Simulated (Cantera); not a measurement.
## Low-pressure radical oxidation in H2/O2

A perfectly stirred reactor is fed with 25.4 % H2, 74.6 % O2, equivalence ratio 0.17, at 0.0132 atm; it is held at 1325 K, and followed from long to short residence time.

Model: the H2/O2 subset of GRI-Mech 3.0, which has no nitrogen chemistry, integrated in Cantera. Radical loss at walls, strong at low pressure, is not modelled. The temperature is held fixed by assumption; the heat of reaction is taken as removed at once.

```csv
τ (s),x H2,x O2,x OH,x H2O2,x O
0.96,0.000995,0.704,0.00432,2.20e-7,0.00425
0.23,0.00247,0.697,0.00685,3.13e-7,0.0108
0.053,0.00591,0.679,0.0106,3.85e-7,0.0264
0.012,0.0120,0.647,0.0146,3.81e-7,0.0545
0.0029,0.0195,0.620,0.0171,3.51e-7,0.0755
0.00069,0.0366,0.621,0.0193,3.82e-7,0.0725
0.00016,0.0942,0.656,0.0195,3.92e-7,0.0464
```
x: mole fraction; the columns are a selection and need not sum to one.
